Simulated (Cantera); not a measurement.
An isothermal, constant-pressure homogeneous reactor starts with C2H6 : N2 = 1 : 1.2 (molar parts), at 1725 K and 0.109 atm.

Model: GRI-Mech 3.0 (53 species, 325 reactions), integrated in Cantera. GRI-Mech 3.0 stops at C3 and has no aromatics, soot or wall deposition, so with more carbon than oxygen in the feed, carbon stays in small species such as C2H2 where larger ones or solid carbon would form.

One state of this run: x C2H6 = 0.0131; x C2H4 = 0.133; x CH2 = 2.37e-5; x C2H2 = 0.0841; x CH3 = 0.0162; x H = 0.00119. x: mole fraction; the columns are a selection and need not sum to one.

Which value of t (s) does it belong to?
(A) 0.000165
(B) 0.00273
(C) 0.000671
(D) 3.03

A, 0.000165
